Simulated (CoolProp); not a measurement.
Vapour-liquid equilibrium of R143a (1) + dimethyl ether (2) at 1.02 bar; x and y are mole fractions of (1).

The numbers come from the multi-fluid Helmholtz-energy mixture model, Lemmon and Jacobsen 2000 and Wu 2011; pair parameters Bell 2016 in CoolProp.

Give the bubble temperature and the first vapour's composition at x = 0.35, 0.5, 0.65. Is there an azeotrope?

x = 0.35: 236.8 K, y = 0.602; x = 0.5: 233.6 K, y = 0.730; x = 0.65: 231.0 K, y = 0.828. No azeotrope shows between x = 0.05 and 0.95.

Pair parameters are fitted to limited data, so mixtures are less certain than the pure fluids.
